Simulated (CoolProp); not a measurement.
Vapour-liquid equilibrium of CH2F2 (R32) (1) + R143a (2) at -3.55 °C; x and y are mole fractions of (1).

Model: multi-fluid Helmholtz-energy mixture model, Tillner-Roth 1997 and Lemmon and Jacobsen 2000; pair parameters Bell 2016, in CoolProp.

Problem. Give the bubble pressure and the first vapour's composition at x = 0.425, 0.575, 0.725. Is there an azeotrope?

Solution. x = 0.425: 0.6790 MPa, y = 0.493; x = 0.575: 0.7047 MPa, y = 0.622; x = 0.725: 0.7214 MPa, y = 0.746. y crosses x between x = 0.875 and 0.95: the model has an azeotrope there.

Pair parameters are fitted to limited data, so mixtures are less certain than the pure fluids.
